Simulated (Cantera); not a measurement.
Mixture: CH4 : H2 : O2 : N2 = 1 : 0.039 : 1.84 : 6.9 (molar parts), equivalence ratio 1.1, at 3.55 atm, adiabatic and at constant pressure. Ignition delay is the time to a rise of 400 K.

Model: GRI-Mech 3.0 (53 species, 325 reactions), integrated in Cantera.

Question: What does this change do: 0.013 parts C2H6 added?

Answer: 
```
quantity                                                before       after
--------------------------------------------------  ----------  ----------
delay at 1023 K                                        65.7 ms     47.8 ms
delay at 1173 K                                        12.4 ms     9.05 ms
delay at 1323 K                                        2.32 ms     1.78 ms
delay at 1473 K                                       0.490 ms    0.371 ms
delay at 1623 K                                       0.126 ms     91.8 µs
apparent activation energy between 1548 and 1698 K  180 kJ/mol  180 kJ/mol
```

Question: What does this change do: constant volume in place of constant pressure?

Answer: 
```csv
quantity,before,after
delay at 1023 K,65.7 ms,62.5 ms
delay at 1173 K,12.4 ms,11.7 ms
delay at 1323 K,2.32 ms,2.17 ms
delay at 1473 K,0.490 ms,0.455 ms
delay at 1623 K,0.126 ms,0.117 ms
apparent activation energy between 1548 and 1698 K,180 kJ/mol,180 kJ/mol
```
